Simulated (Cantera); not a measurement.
## Hydrocarbon pyrolysis for carbon deposition

An isothermal, constant-pressure homogeneous reactor starts with 13.5 % CH₄, 86.3 % N₂, 0.202 % H₂O, at 1750 K and 0.133 bar.

Cantera simulation using GRI-Mech 3.0 (53 species, 325 reactions); the numbers are that mechanism's predictions, not measurements. GRI-Mech 3.0 stops at C3 and has no aromatics, soot or wall deposition, so with more carbon than oxygen in the feed, carbon stays in small species such as C2H2 where larger ones or solid carbon would form.

```
t (s)        x CH₄     x CH₃      x H₂     x CH₂    x C₂H₂
--------  --------  --------  --------  --------  --------
3.00e-6      0.135   2.20e-6   7.89e-7  3.03e-12    <1e-12
1.60e-5      0.135   1.43e-5   6.81e-6  1.28e-10    <1e-12
8.57e-5      0.135   7.97e-5   3.97e-5   2.88e-9  2.50e-10
0.000458     0.134  0.000419  0.000248   6.74e-8   2.62e-7
0.00245      0.128   0.00180   0.00533   1.07e-6  0.000267
0.0131      0.0686   0.00148    0.0835   1.37e-6    0.0255
0.0700      0.0178  0.000443     0.154   5.43e-7    0.0511
0.374      0.00275   8.18e-5     0.175   1.30e-7    0.0579
2.00      0.000674   2.06e-5     0.179   3.40e-8    0.0582
```
x: mole fraction; the columns are a selection and need not sum to one.

Equilibrium at this temperature and pressure: CH₄ 0.000126, CH₃ 3.85e-6, H₂ 0.180, CH₂ 6.28e-9, C₂H₂ 0.0213 (gas phase only).
